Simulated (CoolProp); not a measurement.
Propylene at 253.09 K and 0.216 MPa flows at 0.63 m/s in a round tube of 12.7 mm bore and 15 µm roughness, fully developed (64/Re and Nu = 3.66 if laminar; Colebrook and Gnielinski if turbulent). Each further row changes one setting.

Model: reference Helmholtz-energy equation of state, Lemmon 2013, in CoolProp.

```
case               Reynolds number  Darcy friction factor  pressure drop (Pa/m)  heat-transfer coefficient (W/(m² K))  mass flow (kg/h)
-----------------  ---------------  ---------------------  --------------------  ------------------------------------  ----------------
as stated                     5100                 0.0385                   ___                                  18.3               ___
velocity 1.26 m/s            10200                    ___                  9.27                                  34.3              2.62
diameter 25.4 mm             10200                    ___                  1.13                                  16.7              5.25
```

What belongs in the gaps?


- as stated, pressure drop (Pa/m): 2.75
- as stated, mass flow (kg/h): 1.31
- velocity 1.26 m/s, Darcy friction factor: 0.0325
- diameter 25.4 mm, Darcy friction factor: 0.0316

Viscosity comes from a separate model (Huber 2003), an estimate that may be off by 10 % or more. Thermal conductivity comes from a separate model (Huber 2003), an estimate that may be off by 10 % or more.
